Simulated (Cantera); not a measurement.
A closed system holds: 1 mol Fe(CO)5, 0.11 mol CO, 13 mol N2, held at 723.15 K and 1.20 Torr.

These are equilibrium values from Cantera (NASA tables, ideal gas, pure condensed phases), not measurements of a reactor. Candidate condensed phases: C, Fe, Fe(CO)5, FeO, Fe2O3, Fe3O4; 27 gas species. Condensed phases not in the tables: cementite and carbon dissolved in iron. Equilibrium is a limit: real reactors are often held back by kinetics, nucleation or transport.

Base state: N2 0.767, CO 0.165, CO2 0.0680 (mole fractions); condensed: C(graphite) + Fe(α).

Question: What changes in the equilibrium state with this change: Fe(CO)5 replaced by PbO?

Answer: 
```json
[
 {"species": "N2", "before": "0.767", "after": "0.992"},
 {"species": "CO2", "before": "0.0680", "after": "0.00839"},
 {"species": "CO", "before": "0.165", "after": "4.58e-8"},
 {"species": "C(graphite), mol", "before": "1.15", "after": "0"},
 {"species": "Fe(α), mol", "before": "1.00", "after": "0"},
 {"species": "Pb(l), mol", "before": "0", "after": "0.110"},
 {"species": "PbO(red), mol", "before": "0", "after": "0.890"}
]
```
Further candidate phases: Pb, PbO, PbO2, Pb3O4.
